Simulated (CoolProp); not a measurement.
Vapour-liquid equilibrium of CH2F2 (R32) (1) + fluoroethane (R161) (2) at 0.999 MPa; x and y are mole fractions of (1).

The numbers come from the multi-fluid Helmholtz-energy mixture model, Tillner-Roth 1997 and Wu 2012; pair parameters Bell 2016 in CoolProp.

| x | bubble temperature, mixture model (K) | bubble temperature, Raoult's law (K) | y, mixture model | y, Raoult's law |
|---|---|---|---|---|
| 0.05 | 299.2 | 299.5 | 0.086 | 0.088 |
| 0.15 | 296.0 | 296.7 | 0.236 | 0.244 |
| 0.25 | 293.2 | 294.1 | 0.362 | 0.379 |
| 0.35 | 290.9 | 291.8 | 0.472 | 0.497 |
| 0.45 | 288.7 | 289.6 | 0.570 | 0.600 |
| 0.55 | 286.8 | 287.5 | 0.660 | 0.692 |
| 0.65 | 285.1 | 285.6 | 0.744 | 0.774 |
| 0.75 | 283.4 | 283.8 | 0.822 | 0.847 |
| 0.85 | 281.9 | 282.1 | 0.896 | 0.913 |
| 0.95 | 280.4 | 280.5 | 0.966 | 0.972 |

The largest gap from Raoult's law is -0.9 K in bubble temperature, at x = 0.35. No azeotrope shows between x = 0.05 and 0.95.

The pair parameters rest on a limited set of measurements; away from them the model extrapolates.
